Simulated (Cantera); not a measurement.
Input: 1 mol Al2O3, 0.21 mol H2O, held at 8.40 mbar.

Cantera equilibrium calculation (NASA polynomials, part measured and part estimated; ideal gas, pure solids and liquids). Candidate condensed phases: Al, Al2O3, H2O; 19 gas species. Rates play no part.

Problem. Which condensed phases are stable at each of these points (T (°C)): 1750, 1825, 1900, 1975, 2050, 2125, 2200?

Solution. 
```json
[
 {"T (°C)": "1750", "condensed phases": "Al2O3(s)", "Al condensed (%)": "100.0"},
 {"T (°C)": "1825", "condensed phases": "Al2O3(s)", "Al condensed (%)": "100.0"},
 {"T (°C)": "1900", "condensed phases": "Al2O3(s)", "Al condensed (%)": "100.0"},
 {"T (°C)": "1975", "condensed phases": "Al2O3(s)", "Al condensed (%)": "100.0"},
 {"T (°C)": "2050", "condensed phases": "Al2O3(s)", "Al condensed (%)": "100.0"},
 {"T (°C)": "2125", "condensed phases": "Al2O3(l)", "Al condensed (%)": "100.0"},
 {"T (°C)": "2200", "condensed phases": "Al2O3(l)", "Al condensed (%)": "100.0"}
]
```

From 1750 °C to 2050 °C the condensed part is Al2O3(s). From 2125 °C to 2200 °C the condensed part is Al2O3(l).
